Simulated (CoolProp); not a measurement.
A closed Brayton cycle with carbon dioxide: compressor inlet 325.15 K and 8.7 MPa, high pressure 24.1 MPa, turbine inlet 945 K, compressor efficiency 0.85, turbine efficiency 0.9, recuperator effectiveness 0.9 (on enthalpy, no pinch check). Each further row changes one setting.

Values from CoolProp's reference Helmholtz-energy equation of state, Span 1996.

```
case                           thermal efficiency (%)  net work (kJ/kg)  compressor to turbine work  compressor exit (K)  turbine exit (K)
-----------------------------  ----------------------  ----------------  --------------------------  -------------------  ----------------
as stated                                           ?               104                        0.33                407.4             812.4
turbine inlet 895 K                              35.4                 ?                           ?                407.4             766.9
compressor inlet 335.15 K                           ?                 ?                        0.37                425.0             812.4
high pressure 20.5 MPa                           35.3              90.8                        0.31                394.0                 ?
recuperator effectiveness 0.5                       ?               104                        0.33                407.4             812.4
```

**Question.** Complete the blanks.

**Answer.** 
- as stated, thermal efficiency (%): 36.8
- turbine inlet 895 K, net work (kJ/kg): 95.3
- turbine inlet 895 K, compressor to turbine work: 0.35
- compressor inlet 335.15 K, thermal efficiency (%): 35.8
- compressor inlet 335.15 K, net work (kJ/kg): 97.1
- high pressure 20.5 MPa, turbine exit (K): 832.7
- recuperator effectiveness 0.5, thermal efficiency (%): 22.1
